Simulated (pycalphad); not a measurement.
## Effect of Fe content in Al-Fe-Si

All values are pycalphad results on the COST 507 light-alloy database (1999) (1 atm), not direct measurements. The data set is of 1999 and partly superseded. Phase fractions are per mole of atoms.

```json
[
 {"alloy": "Al-2.49Fe-8.48Si (at.%)", "liquidus (°C)": "712", "first solid": "ALFESI_ALPHA", "solidus (°C)": "576", "phases at 677 °C": "liquid 0.95, ALFESI_ALPHA 0.05"},
 {"alloy": "Al-3.73Fe-8.48Si (at.%)", "liquidus (°C)": "___", "first solid": "AL13FE4", "solidus (°C)": "576", "phases at 677 °C": "___"},
 {"alloy": "Al-4.98Fe-8.48Si (at.%)", "liquidus (°C)": "819", "first solid": "AL13FE4", "solidus (°C)": "576", "phases at 677 °C": "liquid 0.81, ALFESI_ALPHA 0.19"},
 {"alloy": "Al-9.96Fe-8.48Si (at.%)", "liquidus (°C)": "955", "first solid": "AL13FE4", "solidus (°C)": "619", "phases at 677 °C": "liquid 0.52, ALFESI_ALPHA 0.48"}
]
```

Question: Complete the blanks.

Answer: 
- Al-3.73Fe-8.48Si (at.%), liquidus (°C): 770
- Al-3.73Fe-8.48Si (at.%), phases at 677 °C: liquid 0.88, ALFESI_ALPHA 0.12

Database names, with the compositions (at.%) that they take in these runs: ALFESI_ALPHA: Al 71-73 Fe 19 Si 8-10; AL13FE4: Al 74 Fe 24 Si 1.
